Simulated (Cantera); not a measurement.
A freely propagating, adiabatic, planar premixed flame of CO : H2 : O2 : N2 = 1 : 0.27 : 0.698 : 2.62 (molar parts), equivalence ratio 0.91, unburnt at 525 K and 760 Torr; multicomponent+Soret transport, grid criteria slope 0.08 and curve 0.16, no radiation.

Model: GRI-Mech 3.0 (53 species, 325 reactions), integrated in Cantera. Burning velocities carry a grid error of a few per cent, more on coarse grids.

x: mole fraction of selected species; z is measured from the peak of heat release.

```csv
z (mm),T (K),u (m/s),x CO,x H2,x O2,x O,x NO,x CO2
-1.99,525,1.58,0.218,0.0588,0.152,<1e-8,<1e-8,<1e-8
-1.33,525,1.58,0.218,0.0588,0.152,<1e-8,<1e-8,<1e-8
-0.995,525,1.58,0.218,0.0585,0.152,<1e-8,<1e-8,1.79e-8
-0.663,525,1.58,0.218,0.0573,0.152,<1e-8,<1e-8,4.10e-7
-0.332,535,1.60,0.220,0.0494,0.153,6.88e-7,<1e-8,0.000143
-0.166,716,2.11,0.214,0.0362,0.149,0.000114,(withheld),0.00735
0,1169,3.39,0.181,0.0166,0.118,0.00443,(withheld),0.0432
0.166,1497,4.26,0.132,0.00570,0.0808,0.0129,(withheld),0.0976
0.332,1677,4.69,0.100,0.00492,0.0636,0.0150,(withheld),0.134
0.663,1860,5.13,0.0789,0.00503,0.0532,0.0131,(withheld),0.159
1.33,2022,5.52,0.0691,0.00426,0.0482,0.00932,(withheld),0.172
2.65,2160,5.84,0.0587,0.00330,0.0432,0.00612,(withheld),0.185
5.30,2275,6.09,0.0477,0.00247,0.0382,0.00390,(withheld),0.198
```

Q: What belongs in the gaps?

A: 
- -0.166, x NO: 1.08e-7
- 0, x NO: 1.79e-6
- 0.166, x NO: 8.16e-6
- 0.332, x NO: 1.67e-5
- 0.663, x NO: 3.12e-5
- 1.33, x NO: 5.11e-5
- 2.65, x NO: 8.66e-5
- 5.30, x NO: 0.000167
